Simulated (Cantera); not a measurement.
## NO annealing gas

An isothermal, constant-pressure homogeneous reactor starts with 83.3 % NO, 16.7 % N2, at 2050 K and 975 Torr.

Detailed kinetics in Cantera: GRI-Mech 3.0 (53 species, 325 reactions).

```csv
t (s),x NO,x O2,x O,x NO2,x N2,x N2O
8.00e-6,0.833,8.00e-8,8.35e-6,3.80e-6,0.167,1.18e-5
3.14e-5,0.833,9.82e-7,1.95e-5,3.01e-5,0.167,4.40e-5
0.000123,0.833,1.87e-5,5.29e-5,0.000150,0.167,0.000143
0.000485,0.832,0.000402,0.000110,0.000370,0.167,0.000300
0.00190,0.827,0.00276,0.000124,0.000421,0.170,0.000334
0.00748,0.808,0.0121,0.000149,0.000506,0.179,0.000316
0.0294,0.738,0.0470,0.000217,0.000699,0.214,0.000258
0.115,0.524,0.154,0.000351,0.000826,0.321,0.000125
0.454,0.180,0.326,0.000494,0.000406,0.493,1.44e-5
1.78,0.0254,0.404,0.000546,6.38e-5,0.570,7.94e-7
7.00,0.0106,0.411,0.000550,2.69e-5,0.578,5.77e-7
```
x: mole fraction; the columns are a selection and need not sum to one.

Equilibrium at this temperature and pressure: NO 0.0105, O2 0.411, O 0.000550, NO2 2.67e-5, N2 0.578, N2O 5.76e-7 (gas phase only).
